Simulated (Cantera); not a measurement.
**Si + H2O + N2 + N2O (thermal oxidation and active oxidation of silicon)**

A closed system holds: 1 mol Si, 2.1 mol H2O, 2.4 mol N2, 0.37 mol N2O, equilibrated at 952 °C and 49.0 Pa.

Method: chemical equilibrium by Gibbs-energy minimisation in Cantera with the NASA 1993 tables (ideal gas, pure condensed phases). Candidate condensed phases: H2O, Si, SiO2, Si2N2O, Si3N4; 35 gas species. The tables hold silica as quartz up to 1696 K and as liquid above; real silica turns to tridymite and cristobalite and melts near 1996 K. The numbers say what is thermodynamically allowed, not how fast it happens.

```yaml
x(N2): 0.569
x(H2): 0.335
x(H2O): 0.0965
x(H): 8.15e-6
n(SiO2(β-quartz)): 1.00 mol
gas_amount: 4.870 mol
log10 activity of Si(s) (absent): -13.03
```
